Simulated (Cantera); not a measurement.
A closed system holds: 1 mol CO2, 0.072 mol SO2, 4 mol O2, equilibrated at 3173.15 K and 0.133 bar.

Cantera equilibrium calculation (NASA polynomials, part measured and part estimated; ideal gas, pure solids and liquids). Candidate condensed phases: C, S; 22 gas species. Rates play no part.

Base state: O2 0.468, O 0.372, CO 0.106, CO2 0.0439, SO2 0.00704, SO 0.00341, S 0.000328 (mole fractions); condensed: gas only.

Question: What changes in the equilibrium state with this change: temperature from 3173.15 K to 1948.15 K?

Answer: 
```
species    before     after
-------  --------  --------
O2          0.468     0.788
CO2        0.0439     0.196
SO2       0.00704    0.0142
O           0.372   0.00108
CO          0.106  0.000514
S        0.000328     <1e-9
SO        0.00341   4.00e-6
SO3       1.29e-6   2.99e-5
```
